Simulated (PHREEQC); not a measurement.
# Buffer: speciation

Dissolve 0.0021 mol KHCO3 and 0.0264 mol NH3 per kg of water at 11 °C. Closed to the air; pH follows from the charge balance.

The numbers come from PHREEQC with the ion-association model, wateq4f.dat.

No solid was allowed to form.

Task: Predict the pH.

Result: pH 10.86.

Task: In which forms is N present?

Result: NH3 93 %, NH4+ 6.9 % of the N.

Complexes and solids missing from the database can't appear. At this temperature some constants are extrapolated from 25 °C, and those without enthalpy data are left unchanged.
